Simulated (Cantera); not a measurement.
An isothermal, constant-pressure homogeneous reactor starts with 25.6 % CH4, 74.4 % CO2, at 2050 K and 1.80 bar.

Computed with Cantera and GRI-Mech 3.0 (53 species, 325 reactions).

One state of this run: x CH4 = 0.00355; x CO2 = 0.174; x CO = 0.475; x CH2CO = 5.82e-5; x H2O = 0.206; x O2 = 1.39e-7. x: mole fraction; the columns are a selection and need not sum to one.

### Question
Which value of t (s) does it belong to?
A. 0.00354
B. 0.00103
C. 0.000300
D. 5.82

### Answer
A, 0.00354
